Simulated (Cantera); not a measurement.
A perfectly stirred reactor is fed with 73.0 % NO, 27.0 % N2, at 1.00 bar; it is held at 1450 K, and followed from long to short residence time.

Computed with Cantera and GRI-Mech 3.0 (53 species, 325 reactions).

x: mole fraction; the columns are a selection and need not sum to one.

| τ (s) | x NO | x NO2 | x N2 | x O2 | x O |
|---|---|---|---|---|---|
| 22 | 0.643 | 0.00183 | 0.313 | 0.0420 | (withheld) |
| 7.0 | 0.697 | 0.00126 | 0.286 | 0.0154 | (withheld) |
| 2.2 | 0.719 | 0.000844 | 0.275 | 0.00486 | (withheld) |
| 0.71 | 0.726 | 0.000602 | 0.272 | 0.00139 | (withheld) |
| 0.23 | 0.729 | 0.000420 | 0.271 | 0.000300 | (withheld) |
| 0.073 | 0.729 | 0.000213 | 0.270 | 3.22e-5 | (withheld) |
| 0.023 | 0.730 | 6.89e-5 | 0.270 | 1.70e-6 | (withheld) |
| 0.0075 | 0.730 | 2.05e-5 | 0.270 | 1.06e-7 | (withheld) |
| 0.0024 | 0.730 | 6.20e-6 | 0.270 | 9.04e-9 | (withheld) |
| 0.00076 | 0.730 | 1.91e-6 | 0.270 | 1.02e-9 | 1.40e-8 |

Q: Fill in the missing entries.

A: 
- 22, x O: 4.35e-7
- 7.0, x O: 2.82e-7
- 2.2, x O: 1.88e-7
- 0.71, x O: 1.38e-7
- 0.23, x O: 1.02e-7
- 0.073, x O: 6.14e-8
- 0.023, x O: 3.05e-8
- 0.0075, x O: 1.89e-8
- 0.0024, x O: 1.52e-8
